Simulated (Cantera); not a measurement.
Feed: 1 mol Cu, 6.4 mol F2, 29 mol H2, at 900 K and 0.160 bar.

Method: chemical equilibrium by Gibbs-energy minimisation in Cantera with the NASA 1993 tables (ideal gas, pure condensed phases). Candidate condensed phases: Cu, CuF2; 15 gas species. Equilibrium is a limit: real reactors are often held back by kinetics, nucleation or transport.

Base state: H2 0.638, HF 0.362 (mole fractions); condensed: Cu(s).

**Question.** What changes in the equilibrium state with this change: F2 from 6.4 to 2.7 mol?

**Answer.** 
| species | before | after |
|---|---|---|
| H2 | 0.638 | 0.830 |
| HF | 0.362 | 0.170 |
| Cu(s), mol | 1.00 | 1.00 |
